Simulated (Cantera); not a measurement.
Charge: 1 mol CH4, 7.6 mol H2, equilibrated at 723.15 K and 750 Torr.

Cantera equilibrium calculation (NASA polynomials, part measured and part estimated; ideal gas, pure solids and liquids). Candidate condensed phases: C, C6H6, C7H8, C8H18; 76 gas species. Equilibrium is a limit: real reactors are often held back by kinetics, nucleation or transport.

Base state: H2 0.884, CH4 0.116 (mole fractions); condensed: gas only.

### Question
What changes in the equilibrium state with this change: temperature from 723.15 K to 2548 K?

### Answer
```json
[
 {"species": "H2", "before": "0.884", "after": "0.957"},
 {"species": "H", "before": "<1e-9", "after": "0.0303"},
 {"species": "C2H2 (acetylene)", "before": "<1e-9", "after": "0.0126"},
 {"species": "CH4", "before": "0.116", "after": "0.000127"},
 {"species": "CH3", "before": "<1e-9", "after": "7.16e-5"},
 {"species": "C4H2", "before": "<1e-9", "after": "6.89e-5"},
 {"species": "C2H", "before": "<1e-9", "after": "3.17e-5"},
 {"species": "C(graphite), mol", "before": "0", "after": "0.748"}
]
```
